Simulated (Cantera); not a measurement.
Input: 1 mol BCl₃, 0.13 mol H₂O, 27 mol H₂, equilibrated at 1075 °C and 0.100 bar.

These are equilibrium values from Cantera (NASA tables, ideal gas, pure condensed phases), not measurements of a reactor. Candidate condensed phases: B, B₂O₃, B₃O₃H₃, H₂O; 33 gas species. The tables' values for BOCl, BCl₂ are old estimates; treat these amounts as uncertain. Gases not in the tables: BHCl₂. The numbers say what is thermodynamically allowed, not how fast it happens.

Base state: H₂ 0.900, HCl 0.0942, BCl₃ 0.00314, HBO 0.00121, B₃O₃H₃ 0.000669, B₃O₃Cl₃ 0.000352, BOCl 0.000200, BCl₂ 2.08e-5 (mole fractions); condensed: B(s).

What changes in the equilibrium state with this change: H₂O from 0.13 to 0.05 mol?


```
species      before     after
---------  --------  --------
H₂            0.900     0.900
HCl          0.0942    0.0951
BCl₃        0.00314   0.00322
B₃O₃H₃     0.000669  0.000177
HBO         0.00121  0.000775
B₃O₃Cl₃    0.000352   9.56e-5
B₂O₂        1.91e-5   7.87e-6
HBO₂        1.46e-5   6.00e-6
B(s), mol     0.780     0.857
```
